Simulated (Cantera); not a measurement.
Feed: 1 mol CH3Cl, 1.3 mol HCl, 0.55 mol H2, held at 15.0 Pa.

Method: chemical equilibrium by Gibbs-energy minimisation in Cantera with the NASA 1993 tables (ideal gas, pure condensed phases). Candidate condensed phases: C, C6H6, C7H8, C8H18; 91 gas species. Equilibrium is a limit: real reactors are often held back by kinetics, nucleation or transport.

x: gas mole fraction; n: condensed amount in mol.

```csv
T (°C),x HCl,x H2,x Cl,x H,n C(graphite)
952,0.597,0.403,2.06e-5,(withheld),1.000
1002,0.597,0.403,4.81e-5,(withheld),1.000
1052,0.597,0.403,0.000105,(withheld),1.000
1102,0.597,0.403,0.000218,(withheld),1.000
1152,0.597,0.402,0.000429,(withheld),1.000
1202,0.596,0.402,0.000806,(withheld),1.000
1252,0.595,0.402,0.00145,(withheld),1.000
```

Question: Fill in the missing entries.

Answer: 
- 952, x H: 1.61e-5
- 1002, x H: 3.82e-5
- 1052, x H: 8.47e-5
- 1102, x H: 0.000178
- 1152, x H: 0.000353
- 1202, x H: 0.000672
- 1252, x H: 0.00122
